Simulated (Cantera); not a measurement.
**Ignition delay**

Mixture: 18.5 % CO, 18.5 % H₂, 13.2 % O₂, 49.8 % N₂, equivalence ratio 1.4, at 1.01 bar, adiabatic and at constant pressure. Ignition delay is the time to a rise of 400 K.

Model: GRI-Mech 3.0 (53 species, 325 reactions), integrated in Cantera. Where the delays flatten at high temperature, the 400 K rule measures the pace of heat release, not the induction time.

| T0 (K) | delay (ms) |
|---|---|
| 1323 | 0.0350 |
| 1398 | 0.0287 |
| 1473 | 0.0250 |
| 1548 | 0.0229 |
| 1623 | 0.0220 |
| 1698 | 0.0221 |
| 1773 | 0.0228 |
